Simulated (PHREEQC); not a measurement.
1 kg of water holding 0.29 mol/kgw NaCl, 0.5 mol/kgw Na2SO4 and 0.0039 mol/kgw K2SO4 is evaporated at 25 °C; the solids stay in contact with the brine. No CO2 enters from the air. The run lets Arcanite, Glaserite, Halite, Mirabilite, Misenite, Sylvite, Thenardite precipitate or redissolve, and no other solid.

Computed with PHREEQC (Pitzer model, pitzer.dat).

```tsv
water left (kg)	ionic strength	water activity	Thenardite (mol)	Mirabilite (mol)	Halite (mol)	K in solution (mol/kgw)
1	1.80	0.972	0	0	0	0.00780
0.8219	2.19	0.967	0	0	0	0.00949
0.6755	2.67	0.960	0	0	0	0.0115
0.5552	3.25	0.951	0	0	0	0.0140
0.4563	3.95	0.941	0	0	0	0.0171
0.375	4.80	0.927	0	0	0	0.0208
0.3082	5.85	0.910	0	0	0	0.0253
0.2296	6.12	0.898	0	0.132	0	0.0340
0.1627	6.41	0.879	0	0.253	0	0.0480
0.11	7.12	0.843	0	0.339	0	0.0709
0.08584	8.01	0.805	0.0671	0.304	0	0.0909
0.08584	8.01	0.805	0.206	0.165	0	0.0909
0.08584	8.01	0.805	0.320	0.0510	0	0.0909
0.07809	7.88	0.797	0.396	0	0	0.0999
0.06418	7.69	0.775	0.436	0	0	0.122
0.05275	7.72	0.744	0.465	0	0	0.148
0.04335	7.76	0.741	0.473	0	0.0476	0.180
0.03564	7.79	0.740	0.478	0	0.0902	0.219
0.0293	7.82	0.740	0.482	0	0.125	0.266
0.02407	7.86	0.739	0.486	0	0.154	0.324
0.01979	7.92	0.738	0.489	0	0.178	0.394
0.01627	7.98	0.737	0.491	0	0.197	0.479
0.01337	8.06	0.735	0.494	0	0.213	0.583
```

Mirabilite from water left = 0.2296 kg, last present at water left = 0.08584 kg; Thenardite from water left = 0.08584 kg; Halite from water left = 0.04335 kg.
